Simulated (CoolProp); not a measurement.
Vapour-liquid equilibrium of ethanol (1) + n-octane (2) at 451.2 K; x and y are mole fractions of (1).

Model: multi-fluid Helmholtz-energy mixture model, Schroeder 2014 and Beckmüller 2019; pair parameters Bell 2016, in CoolProp.

```json
[
 {"x": "0.05", "bubble pressure (MPa)": "0.5892", "y at the bubble point": "0.377", "dew pressure at overall composition x (MPa)": "0.3776", "liquid density (mol/L)": "5.009"},
 {"x": "0.15", "bubble pressure (MPa)": "0.9192", "y at the bubble point": "0.598", "dew pressure at overall composition x (MPa)": "0.4255", "liquid density (mol/L)": "5.301"},
 {"x": "0.25", "bubble pressure (MPa)": "1.129", "y at the bubble point": "0.677", "dew pressure at overall composition x (MPa)": "0.4856", "liquid density (mol/L)": "5.641"},
 {"x": "0.35", "bubble pressure (MPa)": "1.274", "y at the bubble point": "0.722", "dew pressure at overall composition x (MPa)": "0.5637", "liquid density (mol/L)": "6.046"},
 {"x": "0.45", "bubble pressure (MPa)": "1.387", "y at the bubble point": "0.756", "dew pressure at overall composition x (MPa)": "0.6697", "liquid density (mol/L)": "6.539"},
 {"x": "0.55", "bubble pressure (MPa)": "1.488", "y at the bubble point": "0.788", "dew pressure at overall composition x (MPa)": "0.8213", "liquid density (mol/L)": "7.154"},
 {"x": "0.65", "bubble pressure (MPa)": "1.583", "y at the bubble point": "0.822", "dew pressure at overall composition x (MPa)": "1.049", "liquid density (mol/L)": "7.934"},
 {"x": "0.75", "bubble pressure (MPa)": "1.678", "y at the bubble point": "0.862", "dew pressure at overall composition x (MPa)": "1.367", "liquid density (mol/L)": "8.939"},
 {"x": "0.85", "bubble pressure (MPa)": "1.770", "y at the bubble point": "0.909", "dew pressure at overall composition x (MPa)": "1.651", "liquid density (mol/L)": "10.25"},
 {"x": "0.95", "bubble pressure (MPa)": "1.858", "y at the bubble point": "0.967", "dew pressure at overall composition x (MPa)": "1.835", "liquid density (mol/L)": "11.98"}
]
```

No azeotrope shows between x = 0.05 and 0.95.

Pair parameters are fitted to limited data, so mixtures are less certain than the pure fluids. With so large a gap from Raoult's law the liquid may split in two, which this calculation doesn't test in full.
